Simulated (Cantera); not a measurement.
A perfectly stirred reactor is fed with 22.2 % CO, 2.66 % H2, 1.51 % CH4, 15.5 % O2, 58.2 % N2, equivalence ratio 1.0, at 2.10 bar; it is adiabatic with a 625 K inlet, and is followed from long to short residence time, starting on the burning branch (τ in s: 0.22, 0.097, 0.042, 0.018, 0.0081, 0.0035, 0.0015, 0.00067, 0.00029, 0.00013, 5.6e-05, 2.4e-05, 1.1e-05).

Detailed kinetics in Cantera: GRI-Mech 3.0 (53 species, 325 reactions).

Q: Predict: blow-out, bracketed by the residence times tried; x(CO) at τ = 0.220 s; x(H2) at τ = 0.220 s; x(CH4) at τ = 0.220 s; x(H2O2) at τ = 0.220 s; x(CO) at τ = 1.50 ms; x(H2) at τ = 1.50 ms; x(CH4) at τ = 1.50 ms; x(H2O2) at τ = 1.50 ms.

A: 
| Property | Result |
|---|---|
| blow-out, bracketed by the residence times tried | burning at 24.0 µs, out at 11.0 µs |
| x(CO) at τ = 0.220 s | 0.0441 |
| x(H2) at τ = 0.220 s | 0.00189 |
| x(CH4) at τ = 0.220 s | 6.09e-8 |
| x(H2O2) at τ = 0.220 s | 8.15e-8 |
| x(CO) at τ = 1.50 ms | 0.0661 |
| x(H2) at τ = 1.50 ms | 0.00316 |
| x(CH4) at τ = 1.50 ms | 4.91e-6 |
| x(H2O2) at τ = 1.50 ms | 1.10e-7 |
